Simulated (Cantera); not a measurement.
Charge: 1 mol SiCl4, 38 mol N2, at 1098.15 K and 10.0 mbar.

These are equilibrium values from Cantera (NASA tables, ideal gas, pure condensed phases), not measurements of a reactor. Candidate condensed phases: Si, Si3N4; 13 gas species. Equilibrium is a limit: real reactors are often held back by kinetics, nucleation or transport.

Base state: N2 0.974, SiCl4 0.0256 (mole fractions); condensed: gas only.

What changes in the equilibrium state with this change: 1.1 mol Cl2 added?


| species | before | after |
|---|---|---|
| N2 | 0.974 | 0.946 |
| Cl2 | 1.97e-7 | 0.0262 |
| SiCl4 | 0.0256 | 0.0249 |
| Cl | 6.58e-6 | 0.00240 |

What changes in the equilibrium state with this change: temperature from 1098.15 K to 1525 K?


```csv
species,before,after
N2,0.974,0.971
SiCl4,0.0256,0.0229
Cl,6.58e-6,0.00324
SiCl2,2.62e-8,0.000583
SiCl3,6.92e-6,0.00212
Cl2,1.97e-7,2.21e-5
```
The tables' values for SiCl3 are old estimates; treat these amounts as uncertain.

What changes in the equilibrium state with this change: temperature from 1098.15 K to 1475 K?


```json
[
 {"species": "N2", "before": "0.974", "after": "0.973"},
 {"species": "SiCl4", "before": "0.0256", "after": "0.0240"},
 {"species": "Cl", "before": "6.58e-6", "after": "0.00186"},
 {"species": "SiCl2", "before": "2.62e-8", "after": "0.000262"},
 {"species": "SiCl3", "before": "6.92e-6", "after": "0.00136"},
 {"species": "Cl2", "before": "1.97e-7", "after": "1.42e-5"}
]
```
The tables' values for SiCl3 are old estimates; treat these amounts as uncertain.
